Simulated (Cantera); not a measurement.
A perfectly stirred reactor is fed with 100 % N2O, at 0.0133 bar; it is held at 1448 K, and followed from long to short residence time.

Model: GRI-Mech 3.0 (53 species, 325 reactions), integrated in Cantera. GRI-Mech 3.0 was tuned for natural gas; its chemistry of N2O as a main component is partial and can be far from experiment. Radical loss at walls, strong at low pressure, is not modelled. The temperature is held fixed by assumption; the heat of reaction is taken as removed at once.

### Question
Predict: x(N2O) at τ = 1.70 s; x(O) at τ = 1.70 s; x(NO2) at τ = 1.70 s; x(NO) at τ = 1.70 s; x(O2) at τ = 1.70 s; x(N2O) at τ = 9.80 ms; x(O) at τ = 9.80 ms; x(NO2) at τ = 9.80 ms; x(NO) at τ = 9.80 ms; x(O2) at τ = 9.80 ms.

### Answer
```json
{
  "x(N2O) at τ = 1.70 s": "0.496",
  "x(O) at τ = 1.70 s": "4.27e-5",
  "x(NO2) at τ = 1.70 s": "1.26e-5",
  "x(NO) at τ = 1.70 s": "0.0742",
  "x(O2) at τ = 1.70 s": "0.131",
  "x(N2O) at τ = 9.80 ms": "0.994",
  "x(O) at τ = 9.80 ms": "4.19e-5",
  "x(NO2) at τ = 9.80 ms": "1.32e-8",
  "x(NO) at τ = 9.80 ms": "0.000841",
  "x(O2) at τ = 9.80 ms": "0.00148"
}
```
